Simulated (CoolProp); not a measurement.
n-undecane at several states: Z from the reference equation and from simpler models built on Tc = 638.8 K, pc = 1.990 MPa, ω = 0.539; each cubic takes its own stable root.

Computed with CoolProp (reference Helmholtz-energy equation of state, Aleksandrov 2011). It is a short technical equation, of lower accuracy than the large ones.

```json
[
 {"T (K)": "327.7", "p (MPa)": "0.531", "phase": "liquid", "reference": "0.04264"},
 {"T (K)": "390.9", "p (MPa)": "0.11", "phase": "liquid", "reference": "0.007953"},
 {"T (K)": "380.2", "p (MPa)": "0.0118", "phase": "liquid", "reference": "0.0008663"},
 {"T (K)": "357.1", "p (MPa)": "0.226", "phase": "liquid", "reference": "0.01720"},
 {"T (K)": "389.9", "p (MPa)": "0.0231", "phase": "liquid", "reference": "0.001673"}
]
```

Q: How far does each simpler model (van der Waals, Redlich-Kwong) lie from the reference over these 5 states: mean and median of the absolute difference, and the worst?

A: 
- van der Waals: mean 37131.4 %, median 11798.7 %, worst +114663.9 % at 380.2 K and 0.0118 MPa
- Redlich-Kwong: mean 34634.2 %, median 26.4 %, worst +114352.3 % at 380.2 K and 0.0118 MPa

At some of these states van der Waals, Redlich-Kwong gives the other phase, because its saturation line lies elsewhere.
